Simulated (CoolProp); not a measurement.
Vapour-liquid equilibrium of propylene (1) + R142b (2) at -45.55 °C; x and y are mole fractions of (1).

Computed with CoolProp (multi-fluid Helmholtz-energy mixture model, Lemmon 2013 and Lemmon 2006; pair parameters Bell 2016).

```tsv
x	bubble pressure, mixture model (kPa)	bubble pressure, Raoult's law (kPa)	y, mixture model	y, Raoult's law
0.05	…	22.17	0.291	0.251
0.15	35.45	31.54	0.576	0.529
0.25	…	40.91	0.713	0.680
0.35	57.29	50.29	0.793	0.774
0.45	66.84	59.66	0.845	0.839
0.55	75.55	69.03	…	0.886
0.65	83.63	78.41	…	0.922
0.75	91.37	87.78	…	0.950
0.85	99.06	97.16	0.963	0.973
0.95	…	106.5	0.987	0.992
```

**Question.** What belongs in the gaps?

**Answer.** 
- 0.05, bubble pressure, mixture model (kPa): 23.51
- 0.25, bubble pressure, mixture model (kPa): 46.80
- 0.55, y, mixture model: 0.883
- 0.65, y, mixture model: 0.913
- 0.75, y, mixture model: 0.939
- 0.95, bubble pressure, mixture model (kPa): 107.0

The largest gap from Raoult's law is +14.4 % in bubble pressure, at x = 0.25. No azeotrope shows between x = 0.05 and 0.95.

Pair parameters are fitted to limited data, so mixtures are less certain than the pure fluids.
